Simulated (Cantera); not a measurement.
## BF₃ + H₂ (boron, boron nitride and boron oxide)

Input: 1 mol BF₃, 140 mol H₂, at 777 °C and 6.10 mbar.

Equilibrium computed with Cantera from the NASA thermochemical tables; the gas is ideal and each condensed phase is pure. Candidate condensed phases: B; 20 gas species. The numbers say what is thermodynamically allowed, not how fast it happens.

```json
{
  "x(H₂)": "0.993",
  "x(BF₃)": "0.00682",
  "x(HF)": "0.000277",
  "x(BHF₂)": "0.000275",
  "x(BF₂)": "1.57e-6",
  "gas_amount": "141.0 mol",
  "log10 activity of B(s) (absent)": "-2.19"
}
```
